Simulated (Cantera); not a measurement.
Stirred combustor or abatement burner

A perfectly stirred reactor is fed with 6.04 % CH3OH, 19.7 % O2, 74.3 % N2, equivalence ratio 0.46, at 750 Torr; it is adiabatic with a 750 K inlet, and is followed from long to short residence time, starting on the burning branch (τ in s: 0.47, 0.18, 0.066, 0.025, 0.0092, 0.0034, 0.0013, 0.00048, 0.00018, 6.7e-05, 2.5e-05, 9.4e-06).

Cantera simulation using GRI-Mech 3.0 (53 species, 325 reactions); the numbers are that mechanism's predictions, not measurements. GRI-Mech 3.0 was tuned for natural gas; its chemistry of methanol as a main component is partial and can be far from experiment.

| τ (s) | T (K) | x CH3OH | x O2 | x H | x NO | x C2H4 | x CH2O | x CH3 |
|---|---|---|---|---|---|---|---|---|
| 0.47 | 1821 | 9.16e-7 | 0.103 | 4.70e-6 | 4.26e-5 | <1e-12 | 7.03e-7 | 1.14e-8 |
| 0.18 | 1819 | 1.92e-6 | 0.103 | 8.72e-6 | 2.61e-5 | <1e-12 | 1.50e-6 | 1.97e-8 |
| 0.066 | 1815 | 3.91e-6 | 0.103 | 1.93e-5 | 1.80e-5 | <1e-12 | 3.11e-6 | 3.31e-8 |
| 0.025 | 1809 | 7.49e-6 | 0.103 | 4.45e-5 | 1.33e-5 | <1e-12 | 6.11e-6 | 5.92e-8 |
| 0.0092 | 1798 | 1.44e-5 | 0.103 | 0.000105 | 9.41e-6 | 1.94e-12 | 1.21e-5 | 1.29e-7 |
| 0.0034 | 1780 | 2.79e-5 | 0.103 | 0.000237 | 6.15e-6 | 9.17e-12 | 2.40e-5 | 3.31e-7 |
| 0.0013 | 1752 | 5.56e-5 | 0.104 | 0.000468 | 3.73e-6 | 5.22e-11 | 4.83e-5 | 8.98e-7 |
| 0.00048 | 1702 | 0.000135 | 0.107 | 0.000742 | 1.74e-6 | 4.07e-10 | 0.000115 | 2.63e-6 |
| 0.00018 | 750 | 0.0604 | 0.197 | <1e-12 | <1e-12 | <1e-12 | <1e-12 | <1e-12 |
| 6.7e-5 | 750 | 0.0604 | 0.197 | <1e-12 | <1e-12 | <1e-12 | <1e-12 | <1e-12 |
| 2.5e-5 | 750 | 0.0604 | 0.197 | <1e-12 | <1e-12 | <1e-12 | <1e-12 | <1e-12 |
| 9.4e-6 | 750 | 0.0604 | 0.197 | <1e-12 | <1e-12 | <1e-12 | <1e-12 | <1e-12 |
x: mole fraction; the columns are a selection and need not sum to one.
